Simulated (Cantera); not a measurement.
A freely propagating, adiabatic, planar premixed flame of H₂ : O₂ : N₂ = 1 : 0.44 : 2.42 (molar parts), equivalence ratio 1.1, unburnt at 300 K and 82.5 Torr; mixture-averaged transport, grid criteria slope 0.08 and curve 0.16, no radiation.

Computed with Cantera and the H2/O2 subset of GRI-Mech 3.0, which has no nitrogen chemistry. Burning velocities carry a grid error of a few per cent, more on coarse grids.

Question: Predict: laminar burning velocity; thermal thickness; peak x(HO₂); peak x(H₂O₂); peak x(OH); peak x(H).

Answer: 
```
Property                     Value
------------------------  --------
laminar burning velocity  143 cm/s
thermal thickness          6.95 mm
peak x(HO₂)                9.74e-5
peak x(H₂O₂)               4.09e-5
peak x(OH)                 0.00688
peak x(H)                   0.0595
```
